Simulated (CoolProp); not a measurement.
Vapour pressure (MPa) of propylene glycol: the reference equation beside estimates from Tc = 400.8 °C, pc = 7.292 MPa, ω = 0.327. Clausius-Clapeyron is anchored at 200.65 °C with a constant enthalpy of vaporisation of 52.20 kJ/mol.

Values from CoolProp's reference Helmholtz-energy equation of state, Eisenbach 2021.

```json
[
 {"T (°C)": "151.95", "reference": "0.02961", "Lee-Kesler": "0.1050", "Clausius-Clapeyron": "0.03230", "van der Waals": "0.8400", "Soave-Redlich-Kwong": "0.1055", "Peng-Robinson": "0.1071"},
 {"T (°C)": "176.25", "reference": "0.06958", "Lee-Kesler": "0.2019", "Clausius-Clapeyron": "0.07178", "van der Waals": "1.135", "Soave-Redlich-Kwong": "0.2020", "Peng-Robinson": "0.2030"},
 {"T (°C)": "200.65", "reference": "0.1474", "Lee-Kesler": "0.3592", "Clausius-Clapeyron": "0.1474", "van der Waals": "1.494", "Soave-Redlich-Kwong": "0.3589", "Peng-Robinson": "0.3580"},
 {"T (°C)": "225.05", "reference": "0.2857", "Lee-Kesler": "0.5978", "Clausius-Clapeyron": "0.2820", "van der Waals": "1.919", "Soave-Redlich-Kwong": "0.5977", "Peng-Robinson": "0.5930"},
 {"T (°C)": "249.35", "reference": "0.5135", "Lee-Kesler": "0.9394", "Clausius-Clapeyron": "0.5068", "van der Waals": "2.413", "Soave-Redlich-Kwong": "0.9415", "Peng-Robinson": "0.9308"},
 {"T (°C)": "273.75", "reference": "0.8705", "Lee-Kesler": "1.412", "Clausius-Clapeyron": "0.8662", "van der Waals": "2.984", "Soave-Redlich-Kwong": "1.420", "Peng-Robinson": "1.402"},
 {"T (°C)": "298.05", "reference": "1.400", "Lee-Kesler": "2.039", "Clausius-Clapeyron": "1.412", "van der Waals": "3.630", "Soave-Redlich-Kwong": "2.059", "Peng-Robinson": "2.031"},
 {"T (°C)": "322.45", "reference": "2.165", "Lee-Kesler": "2.857", "Clausius-Clapeyron": "2.214", "van der Waals": "4.361", "Soave-Redlich-Kwong": "2.895", "Peng-Robinson": "2.858"}
]
```

Absolute difference from the reference over all 8 rows, mean and median: Lee-Kesler 115.1 and 96.1 %, Clausius-Clapeyron 2.3 and 1.3 %, van der Waals 828.3 and 470.8 %, Soave-Redlich-Kwong 115.8 and 96.3 %, Peng-Robinson 115.4 and 94.4 %.
